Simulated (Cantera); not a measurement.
## Boron, boron nitride and boron oxide: B2H6 + H2

Charge: 1 mol B2H6, 2.9 mol H2, equilibrated at 1125 K and 0.133 bar.

These are equilibrium values from Cantera (NASA tables, ideal gas, pure condensed phases), not measurements of a reactor. Candidate condensed phases: B; 7 gas species. The feed counts by its element totals alone. The numbers say what is thermodynamically allowed, not how fast it happens.

```yaml
x(H2): 1.00
n(B(s)): 2.00 mol
gas_amount: 5.900 mol
```
